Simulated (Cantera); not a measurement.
Charge: 1 mol AlN, 0.032 mol C, 5.7 mol N2, equilibrated at 2850 K and 22.0 mbar.

Equilibrium computed with Cantera from the NASA thermochemical tables; the gas is ideal and each condensed phase is pure. Candidate condensed phases: Al, AlN, C; 16 gas species. Equilibrium is a limit: real reactors are often held back by kinetics, nucleation or transport.

Base state: N2 0.857, Al 0.139, CN 0.00341, C 0.000213, C3 0.000188, C2N2 7.24e-5, C2 4.47e-5, N 3.14e-5 (mole fractions); condensed: gas only.

Question: What changes in the equilibrium state with this change: C from 0.032 to 0.0049 mol?

Answer: 
```
species    before     after
-------  --------  --------
N2          0.857     0.860
Al          0.139     0.139
CN        0.00341  0.000629
C3       0.000188   1.17e-6
C2        4.47e-5   1.51e-6
C2N2      7.24e-5   2.46e-6
C        0.000213   3.92e-5
N         3.14e-5   3.15e-5
```
